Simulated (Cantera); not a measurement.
Cantera run, input and output.

```python
import numpy as np
import cantera as ct

gas = ct.Solution("gri30.yaml")
gas.TPX = 1550, 1000000, {'CH4': 1, 'C2H6': 0.24, 'C3H8': 0.052, 'O2': 1.82, 'N2': 6.86}
reactor = ct.IdealGasReactor(gas, energy="on", clone=False)
net = ct.ReactorNet([reactor])
net.rtol, net.atol = 1e-08, 1e-16
show = ['CH4', 'C2H6', 'C3H8', 'CH2O', 'O']
times = np.geomspace(1e-06, 2, 15)

steps = ct.SolutionArray(gas, extra=["t"])
rows = []
print(f"{'t/s':>10s}{'T/K':>9s}{'P/Pa':>11s}" + "".join(f"{s:>11s}" for s in show))
for t in times:
    while net.time < t:
        t_next = net.step()
        steps.append(gas.state, t=t_next)
    rows.append([np.interp(t, steps.t, y) for y in (steps.T, steps.P, *steps(*show).X.T)])
    print(f"{t:10.3e}{rows[-1][0]:9.1f}{rows[-1][1]:11.4g}" + "".join(f"{x:11.3e}" for x in rows[-1][2:]))
rate = np.gradient(steps.T, steps.t)
print("integrator steps:", len(steps.t))
if steps.T.max() > steps.T[0] + 200:
    print(f"time of steepest temperature rise: {steps.t[rate.argmax()]:.4e} s")
gas.TPX = 1550, 1000000, {'CH4': 1, 'C2H6': 0.24, 'C3H8': 0.052, 'O2': 1.82, 'N2': 6.86}
gas.equilibrate("UV")
print(f"equilibrium (UV): T = {gas.T:.1f} K  " + "  ".join(f"{s} {gas[s].X[0]:.3e}" for s in show))
```

Result:

```
       t/s      T/K       P/Pa        CH4       C2H6       C3H8       CH2O          O
 1.000e-06   1548.6  9.993e+05  1.002e-01  2.393e-02  5.140e-03  1.665e-05  3.104e-07
 2.819e-06   1548.0  9.995e+05  9.987e-02  2.343e-02  4.939e-03  2.590e-04  9.875e-07
 7.946e-06   1564.7  1.015e+06  9.649e-02  2.034e-02  3.960e-03  2.304e-03  2.878e-06
 2.240e-05   3062.0  2.287e+06  2.407e-10  3.352e-20  1.072e-29  1.117e-07  4.824e-04
 6.314e-05   3057.1  2.284e+06  2.328e-10  3.137e-20  9.742e-30  1.122e-07  4.629e-04
 1.780e-04   3055.4  2.283e+06  2.359e-10  3.210e-20  1.006e-29  1.124e-07  4.573e-04
 5.017e-04   3055.4  2.283e+06  2.359e-10  3.211e-20  1.006e-29  1.124e-07  4.573e-04
 1.414e-03   3055.4  2.283e+06  2.359e-10  3.211e-20  1.006e-29  1.124e-07  4.573e-04
 3.986e-03   3055.4  2.283e+06  2.359e-10  3.211e-20  1.006e-29  1.124e-07  4.573e-04
 1.124e-02   3055.4  2.283e+06  2.359e-10  3.211e-20  1.006e-29  1.124e-07  4.573e-04
 3.168e-02   3055.4  2.283e+06  2.359e-10  3.211e-20  1.006e-29  1.124e-07  4.573e-04
 8.929e-02   3055.4  2.283e+06  2.359e-10  3.211e-20  1.006e-29  1.124e-07  4.573e-04
 2.517e-01   3055.4  2.283e+06  2.359e-10  3.211e-20  1.006e-29  1.124e-07  4.573e-04
 7.095e-01   3055.4  2.283e+06  2.359e-10  3.211e-20  1.006e-29  1.124e-07  4.573e-04
 2.000e+00   3055.4  2.283e+06  2.359e-10  3.211e-20  1.006e-29  1.124e-07  4.573e-04
integrator steps: 1654
time of steepest temperature rise: 1.8497e-05 s
equilibrium (UV): T = 3055.4 K  CH4 2.664e-10  C2H6 3.982e-20  C3H8 1.357e-29  CH2O 1.124e-07  O 4.573e-04
```

Model: GRI-Mech 3.0 (53 species, 325 reactions), integrated in Cantera. Above 3000 K some thermodynamic fits are extrapolated.
